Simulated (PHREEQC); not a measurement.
Make-up at 80 °C: 0.11 mol HCl, 0.011 mol CaCl2 and 0.00014 mol MnSO4 per kg of water. Closed to the air; pH follows from the charge balance.

Equilibrium calculation in PHREEQC: ion-association model, phreeqc.dat.

The ionic strength comes out as 0.143 mol/kgw. What activity coefficients do CaHSO4+, Ca+2, MnCl+, Mn+2, Cl- get?

CaHSO4+ 0.74, Ca+2 0.31, MnCl+ 0.74, Mn+2 0.32, Cl- 0.72.

No solid was allowed to form. Away from 25 °C the constants follow the database's enthalpies or fits; those with neither stay at their 25 °C values.
